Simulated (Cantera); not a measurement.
An isothermal, constant-pressure homogeneous reactor starts with H2 : O2 = 0.13 : 1 (molar parts), equivalence ratio 0.065, at 975 K and 20.0 Torr.

Computed with Cantera and GRI-Mech 3.0 (53 species, 325 reactions). Radical loss at walls, strong at low pressure, is not modelled. The temperature is held fixed by assumption; the heat of reaction is taken as removed at once.

x: mole fraction; the columns are a selection and need not sum to one.

```csv
t (s),x H2,x O2,x H2O,x O,x H,x HO2
9.00e-6,0.115,0.885,<1e-12,<1e-12,8.42e-12,8.83e-12
2.88e-5,0.115,0.885,1.49e-12,4.06e-12,2.54e-11,2.83e-11
9.19e-5,0.115,0.885,3.17e-11,3.57e-11,8.44e-11,9.16e-11
0.000294,0.115,0.885,7.65e-10,4.32e-10,5.96e-10,3.13e-10
0.000939,0.115,0.885,1.83e-7,7.86e-8,9.95e-8,6.36e-9
0.00300,0.0322,0.849,0.0660,0.0174,0.0312,2.19e-5
0.00959,0.000819,0.875,0.120,0.00225,0.000581,1.63e-5
0.0306,8.03e-5,0.878,0.122,0.000170,9.81e-6,4.17e-6
0.0979,?,0.878,0.122,?,?,?
0.313,8.35e-7,0.878,0.122,2.86e-6,2.17e-8,1.45e-7
1.00,7.58e-8,0.878,0.122,5.67e-7,1.89e-9,3.09e-8
```

Complete the blanks.


- 0.0979, x H2: 9.06e-6
- 0.0979, x O: 1.89e-5
- 0.0979, x H: 3.69e-7
- 0.0979, x HO2: 7.97e-7
